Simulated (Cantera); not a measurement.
Input (Python, Cantera) and output of one run.

```python
import numpy as np
import cantera as ct

gas_names = """
    CL CL2 Fe FeCL FeCL2 FeCL3 Fe2CL4 Fe2CL6 H HCL H2 N NH NH2 NH3 N2 N2H2 N2H4
""".split()
cond_names = """
    Fe(a) Fe(c) Fe(d) Fe(L) FeCL2(s) FeCL2(L) FeCL3(s) FeCL3(L) NH4CL(a) NH4CL(b)
""".split()


# ... load() reads the species with a 1 bar reference pressure and builds the phases ...
atoms = {
    'Fe': {'Fe': 1},
    'Cl2': {'CL': 2},
    'N2': {'N': 2},
    'HCl': {'H': 1, 'CL': 1},
}
top_T = {}  # K; cautious upper limits of use, not melting points


# ... equilibrate(T, P, feed) seeds the gas with the atoms and calls Mixture.equilibrate('TP', solver="vcs", rtol=1e-11, max_steps=5000) ...
results = []
feed = {'Fe': 1, 'Cl2': 1.4, 'N2': 0.16, 'HCl': 2}  # mol
P = 13332.2  # Pa
for T in [1173, 1248, 1323, 1398, 1473, 1548, 1623]:
    mix = equilibrate(T, P, feed)
    results.append((T, P, feed, dict(zip(mix.species_names, mix.species_moles))))

top = {s: max(r[3][s] / sum(r[3][g] for g in gas_names) for r in results) for s in gas_names}
cols = sorted((s for s in top if top[s] > 0.001), key=lambda s: -top[s])[:6]
seen = [c for c in cond_names if any(r[3].get(c, 0) > 1e-12 for r in results)]
print("log10 of partial pressures in bar; condensed amounts in mol")
print(f"{'T/K':>10s}" + "".join(f"{s[:9]:>10s}" for s in cols + seen))
for T, P, feed, n in results:
    ng = sum(n[g] for g in gas_names)
    print(f"{T:10.4g}" + "".join(f"{np.log10(max(n[s] / ng * P / 1e5, 1e-99)):10.3f}" for s in cols)
          + "".join(f"{n.get(c, 0):10.4g}" for c in seen))
```

It prints:

```
log10 of partial pressures in bar; condensed amounts in mol
       T/K       HCL     FeCL2     FeCL3        CL       CL2        N2
      1173    -1.082    -1.872    -1.563    -3.739    -2.578    -2.179
      1248    -1.090    -1.763    -1.636    -3.293    -2.354    -2.187
      1323    -1.098    -1.671    -1.735    -2.924    -2.211    -2.195
      1398    -1.107    -1.601    -1.856    -2.617    -2.127    -2.204
      1473    -1.116    -1.551    -1.998    -2.360    -2.092    -2.213
      1548    -1.126    -1.517    -2.157    -2.148    -2.100    -2.223
      1623    -1.135    -1.496    -2.333    -1.977    -2.152    -2.232
```

Equilibrium computed with Cantera from the NASA thermochemical tables; the gas is ideal and each condensed phase is pure.
